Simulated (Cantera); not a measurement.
A closed system holds: 1 mol Si, 2 mol Cl₂, equilibrated at 1023.15 K and 353 Torr.

These are equilibrium values from Cantera (NASA tables, ideal gas, pure condensed phases), not measurements of a reactor. Candidate condensed phases: Si; 9 gas species. The numbers say what is thermodynamically allowed, not how fast it happens.

**Question.** What is the equilibrium state?

**Answer.** 
```
Item                                 Result
--------------------------------  ---------
x(SiCl₄)                              1.000
x(SiCl₃)                            2.28e-6
gas amount                        1.000 mol
log10 activity of Si(s) (absent)     -14.41
```
